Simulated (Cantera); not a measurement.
# Gas-phase reforming

A perfectly stirred reactor is fed with 38.5 % CH4, 61.5 % H2O, at 19500 Torr; it is held at 1825 K, and followed from long to short residence time.

Model: GRI-Mech 3.0 (53 species, 325 reactions), integrated in Cantera. The pressure lies above the range GRI-Mech 3.0 was tuned for (to about 10 atm).

```tsv
τ (s)	x CH4	x H2O	x H	x H2O2	x CH3	x CO
26	0.00170	0.123	7.05e-5	1.53e-12	3.66e-6	0.207
3.4	0.00995	0.133	6.97e-5	1.84e-12	2.16e-5	0.201
0.43	0.0355	0.173	6.70e-5	3.34e-12	8.01e-5	0.177
0.055	0.0699	0.260	6.14e-5	8.88e-12	0.000171	0.123
0.0069	0.100	0.388	5.23e-5	2.44e-11	0.000273	0.0530
0.00088	0.165	0.497	3.80e-5	4.86e-11	0.000492	0.0129
0.00011	0.281	0.572	1.97e-5	8.16e-11	0.000946	0.00215
```
x: mole fraction; the columns are a selection and need not sum to one.
